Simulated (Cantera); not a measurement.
Standard-state values (1 bar) from the NASA 1993 polynomials, evaluated with Cantera. Values are per mole of reaction as written; species without (g) are pure solids or liquids, kept so even where they would boil at 1 bar.

O(g) + Cs(g) + HCl(g) = OH(g) + CsCl

| T (K) | ΔH° (kJ) | ΔS° (J/K) | ΔG° (kJ) | log10 K | condensed phases |
|---|---|---|---|---|---|
| 373 | -636.0 | -236.1 | -547.9 | 76.73 | CsCl(s) |
| 573 | (withheld) | (withheld) | (withheld) | (withheld) | CsCl(s) |
| 773 | (withheld) | (withheld) | (withheld) | (withheld) | CsCl(s) |
| 973 | -604.7 | -196.3 | -413.7 | 22.21 | CsCl(l) |
| 1173 | -597.7 | -189.8 | -375.1 | 16.70 | CsCl(l) |
| 1373 | (withheld) | (withheld) | (withheld) | (withheld) | CsCl(l) |
| 1573 | -583.7 | -179.5 | -301.4 | 10.01 | CsCl(l) |
| 1773 | -576.7 | -175.3 | -265.9 | 7.83 | CsCl(l) |
| 1973 | (withheld) | (withheld) | (withheld) | (withheld) | CsCl(l) |

Problem. What belongs in the gaps?

Solution. 
- 573, ΔH° (kJ): -633.1
- 573, ΔS° (J/K): -230.0
- 573, ΔG° (kJ): -501.4
- 573, log10 K: 45.70
- 773, ΔH° (kJ): -625.6
- 773, ΔS° (J/K): -219.3
- 773, ΔG° (kJ): -456.1
- 773, log10 K: 30.82
- 1373, ΔH° (kJ): -590.7
- 1373, ΔS° (J/K): -184.3
- 1373, ΔG° (kJ): -337.7
- 1373, log10 K: 12.85
- 1973, ΔH° (kJ): -569.7
- 1973, ΔS° (J/K): -171.6
- 1973, ΔG° (kJ): -231.2
- 1973, log10 K: 6.12
